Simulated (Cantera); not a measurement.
Charge: 1 mol Si, 0.35 mol CO2, 51 mol N2, equilibrated at 1175 °C.

Cantera equilibrium calculation (NASA polynomials, part measured and part estimated; ideal gas, pure solids and liquids). Candidate condensed phases: C, Si, SiC, SiO2, Si2N2O, Si3N4; 34 gas species. N2 is the only nitrogen source here; it is nearly inert below about 1500 K, so the nitride shown seldom forms there in practice. Mutual solubility and eutectic melting of coexisting phases are not modelled. Equilibrium is a limit: real reactors are often held back by kinetics, nucleation or transport.

Which condensed phases are stable at each of these points (P (Pa)): 0.100, 1, 10, 100, 1000, 10000, 100000, 1000000?


```csv
P (Pa),condensed phases,Si condensed (%)
0.100,SiC(s),28.8
1,SiC(s),32.0
10,SiC(s) + Si2N2O(s),84.8
100,SiC(s) + Si2N2O(s),99.2
1000,C(graphite) + SiC(s) + Si2N2O(s),100.0
10000,C(graphite) + Si2N2O(s),100.0
100000,C(graphite) + Si2N2O(s),100.0
1000000,C(graphite) + Si2N2O(s),100.0
```

From 0.100 Pa to 1.00 Pa the condensed part is SiC(s). From 10.0 Pa to 100 Pa the condensed part is SiC(s) + Si2N2O(s). At 1000 Pa the condensed part is C(graphite) + SiC(s) + Si2N2O(s). From 10000 Pa to 1000000 Pa the condensed part is C(graphite) + Si2N2O(s).
